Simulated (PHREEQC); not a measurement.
Model water analysis in mmol/kgw, 25 °C, pH 5.7, pe 12.5: Na 0.373; K 0.00797; Ca 0.132; Mg 0.0652; Cl 0.249; S(6) 0.0932; Alkalinity (meq/kgw) 0.357; Li 0.000515; Sr 0.0107; Ni 0.018; Si 0.00184; Cd 0.0222.

Na is adjusted to close the charge balance.
Valence states are taken as typed.

Computed with PHREEQC (ion-association model, wateq4f.dat).

Each row changes one thing in this solution. Precipitation was switched off in this run.

```csv
case,CO2 (mol/kgw),HCO3- (mol/kgw),SO4-2 (mol/kgw),Cd+2 (mol/kgw),Ni+2 (mol/kgw),CaSO4 (mol/kgw),SI of Otavite (CdCO3),SI of Quartz (SiO2)
as made,0.00154,0.000356,8.96e-5,2.12e-5,1.63e-5,1.72e-6,-0.73,-1.75
pH from 5.7 to 5.5 at the same alkalinity,0.00245,0.000358,8.96e-5,2.12e-5,1.65e-5,1.72e-6,-0.93,-1.75
all concentrations times 3 at the same typed pH,0.00442,0.00105,0.000255,5.91e-5,4.22e-5,1.19e-5,+0.13,-1.28
temperature from 25 to 15 °C at the same typed pH,0.00180,0.000356,9.00e-5,2.12e-5,1.64e-5,1.58e-6,-0.83,-1.60
```

Some of these states are supersaturated (in Otavite, for instance). The database's nickel carbonate constants are estimates that later reviews lower a good deal.
